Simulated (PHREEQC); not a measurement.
## Acid mine or pickling water: speciation

Synthetic water in mmol/kgw, 20 °C, pH 2.77, pe 8.5: Na 4.1; K 13; Ca 16; Mg 0.171; Cl 13.9; S(6) 19.3; Cu(2) 0.153; Zn 0.0659.

Valence states are taken as typed.

Computed with PHREEQC (ion-association model, wateq4f.dat).

Precipitation was switched off in this run.

Question: Estimate the ionic strength, charge-balance error.

Answer: ionic strength 0.0647 mol/kgw; charge-balance error 0.6 %.

Question: In which forms is Na present?

Answer: Na+ 97 %, NaSO4- 2.6 % of the Na.
